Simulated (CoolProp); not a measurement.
Vapour-liquid equilibrium of ethylene (1) + carbon dioxide (2) at 16.3 bar; x and y are mole fractions of (1).

The numbers come from the multi-fluid Helmholtz-energy mixture model, Smukala 2000 and Span 1996; pair parameters Bell 2016 in CoolProp.

| x | bubble temperature, mixture model (°C) | bubble temperature, Raoult's law (°C) | y, mixture model | y, Raoult's law |
|---|---|---|---|---|
| 0.05 | -28.0 | -26.5 | 0.097 | 0.065 |
| 0.15 | -31.0 | -27.5 | 0.244 | 0.191 |
| 0.25 | -33.1 | -28.5 | 0.352 | 0.309 |
| 0.35 | -34.5 | -29.5 | ___ | 0.421 |
| 0.45 | -35.5 | -30.5 | ___ | 0.527 |
| 0.55 | -36.2 | -31.5 | 0.594 | 0.626 |
| 0.65 | -36.7 | -32.6 | 0.671 | 0.719 |
| 0.75 | ___ | -33.6 | 0.753 | 0.806 |
| 0.85 | -36.8 | -34.6 | 0.843 | 0.888 |
| 0.95 | ___ | -35.6 | ___ | 0.964 |

Problem. Fill in the missing entries.

Solution. 
- 0.35, y, mixture model: 0.440
- 0.45, y, mixture model: 0.518
- 0.75, bubble temperature, mixture model (°C): -36.9
- 0.95, bubble temperature, mixture model (°C): -36.4
- 0.95, y, mixture model: 0.944

The largest gap from Raoult's law is -5.0 K in bubble temperature, at x = 0.45. y crosses x between x = 0.75 and 0.85: the model has an azeotrope there.

Pair parameters are fitted to limited data, so mixtures are less certain than the pure fluids.
